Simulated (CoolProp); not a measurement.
A simple Rankine cycle with water: condensing at 333.15 K, boiler at 0.707 MPa, turbine inlet 478.5 K, turbine efficiency 0.85, pump efficiency 0.6, no recuperator. Each further row changes one setting.

Values from CoolProp's reference Helmholtz-energy equation of state, Wagner 2002.

| case | thermal efficiency (%) | net work (kJ/kg) | heat in (kJ/kg) | turbine exit temperature (K) | volume ratio over the turbine |
|---|---|---|---|---|---|
| as stated | … | 493 | 2600 | 333.1 | … |
| turbine inlet 498.5 K | 19.1 | … | 2650 | 333.1 | 22.1 |
| condensing temperature 325.15 K | 20.3 | … | 2640 | 325.2 | … |
| boiler pressure 0.495 MPa | 17.2 | 451 | … | 333.1 | 16.2 |
| turbine efficiency 0.75 | 16.7 | … | 2600 | 333.1 | 23.5 |

Task: Some entries are withheld; supply them.

Result: 
- as stated, thermal efficiency (%): 18.9
- as stated, volume ratio over the turbine: 22.8
- turbine inlet 498.5 K, net work (kJ/kg): 505
- condensing temperature 325.15 K, net work (kJ/kg): 534
- condensing temperature 325.15 K, volume ratio over the turbine: 32.2
- boiler pressure 0.495 MPa, heat in (kJ/kg): 2620
- turbine efficiency 0.75, net work (kJ/kg): 435

The expansion ends wet for: as stated; turbine inlet 498.5 K; condensing temperature 325.15 K; boiler pressure 0.495 MPa; turbine efficiency 0.75.
